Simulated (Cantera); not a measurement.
## SiF4 + N2 + NH3 (silicon nitride deposition)

Input: 1 mol SiF4, a varied amount of N2, 0.42 mol NH3, held at 0.130 bar.

Cantera equilibrium calculation (NASA polynomials, part measured and part estimated; ideal gas, pure solids and liquids). Candidate condensed phases: Si, Si3N4; 37 gas species. The tables' values for SiF2, SiF3 are old estimates. Rates play no part.

Map the stable condensed phases over T = 1025, 1075, 1125, 1175, 1225, 1275, 1325, 1375, 1425, 1475, 1525, 1575, 1625 K and n(N2) in mol = 0.26, 1.2, 2.1, 3, 4, 4.9, 5.8, 6.8, 7.7.


```
T in K \ n(N2) in mol
         0.26  1.2  2.1    3    4  4.9  5.8  6.8  7.7
   1625     A    A    A    A    A    A    A    A    A
   1575     A    A    A    A    A    A    A    A    A
   1525     A    A    A    A    A    A    A    A    A
   1475     A    A    A    A    A    A    A    A    A
   1425     A    A    A    A    A    A    A    A    A
   1375     A    A    A    A    A    A    A    A    A
   1325     A    A    A    A    A    A    A    A    B
   1275     A    A    A    B    B    B    B    B    B
   1225     A    A    B    B    B    B    B    B    B
   1175     A    B    B    B    B    B    B    B    B
   1125     A    B    B    B    B    B    B    B    B
   1075     A    B    B    B    B    B    B    B    B
   1025     A    B    B    B    B    B    B    B    B
```
A: gas only; B: Si3N4.
